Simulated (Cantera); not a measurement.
## Adiabatic ignition

An adiabatic, constant-pressure homogeneous reactor starts with CH4 : H2 : O2 : N2 = 1 : 0.077 : 3 : 11.3 (molar parts), equivalence ratio 0.68, at 1150 K and 29.0 bar.

Cantera simulation using GRI-Mech 3.0 (53 species, 325 reactions); the numbers are that mechanism's predictions, not measurements. The pressure lies above the range GRI-Mech 3.0 was tuned for (to about 10 atm).

```csv
t (s),T (K),x CH4,x H2,x O2,x N2O,x C2H2,x C2H6
5.00e-6,1150,0.0650,0.00501,0.195,<1e-12,<1e-12,5.37e-12
1.31e-5,1150,0.0650,0.00501,0.195,<1e-12,<1e-12,8.86e-11
3.41e-5,1150,0.0650,0.00501,0.195,<1e-12,<1e-12,1.46e-9
8.89e-5,1150,0.0650,0.00501,0.195,5.98e-12,<1e-12,3.30e-8
0.000232,1150,0.0650,0.00499,0.195,7.01e-11,<1e-12,2.05e-6
0.000606,1155,0.0644,0.00487,0.194,7.61e-10,4.71e-10,6.94e-5
0.00158,2477,<1e-12,0.000531,0.0613,3.10e-6,<1e-12,<1e-12
0.00413,2466,<1e-12,0.000515,0.0585,3.07e-6,<1e-12,<1e-12
0.0108,2460,<1e-12,0.000506,0.0569,3.08e-6,<1e-12,<1e-12
0.0281,2460,<1e-12,0.000506,0.0567,3.09e-6,<1e-12,<1e-12
0.0734,2460,<1e-12,0.000506,0.0567,3.09e-6,<1e-12,<1e-12
0.192,2460,<1e-12,0.000506,0.0567,3.09e-6,<1e-12,<1e-12
0.500,2460,<1e-12,0.000506,0.0567,3.09e-6,<1e-12,<1e-12
```
x: mole fraction; the columns are a selection and need not sum to one.

time of steepest temperature rise: 1.14 ms
temperature at 0.500 s: 2460 K
equilibrium temperature: 2460 K
x(CH4) at 0.500 s: <1e-12 (gas-phase equilibrium <1e-12)
x(H2) at 0.500 s: 0.000506 (gas-phase equilibrium 0.000506)
x(O2) at 0.500 s: 0.0567 (gas-phase equilibrium 0.0567)
